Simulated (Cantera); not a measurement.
Charge: 1 mol TiCl₄, 0.66 mol CH₄, 2.4 mol H₂, held at 0.140 bar.

Method: chemical equilibrium by Gibbs-energy minimisation in Cantera with the NASA 1993 tables (ideal gas, pure condensed phases). Candidate condensed phases: C, C₆H₆, C₇H₈, C₈H₁₈, Ti, TiC, TiCl₂, TiCl₃, TiCl₄; 96 gas species. The tables' values for TiCl₂ are old estimates; treat these amounts as uncertain. TiC: taken at fixed stoichiometry. Kinetics and transport are ignored. All values below are at 1448 K.

Base state: H₂ 0.472, HCl 0.441, TiCl₄ 0.0447, TiCl₃ 0.0416, CH₄ 0.000104, TiCl₂ 6.04e-5, H 1.69e-5, Cl 1.29e-5 (mole fractions); condensed: C(graphite) + TiC(s).

Question: What changes in the equilibrium state with this change: pressure from 0.140 bar to 0.100 bar?

Answer: 
```
species             before    after
----------------  --------  -------
H₂                   0.472    0.460
HCl                  0.441    0.459
TiCl₃               0.0416   0.0413
TiCl₄               0.0447   0.0395
CH₄               0.000104  7.05e-5
Cl                 1.29e-5  1.61e-5
H                  1.69e-5  1.98e-5
C(graphite), mol     0.123   0.0959
TiC(s), mol          0.536    0.564
```
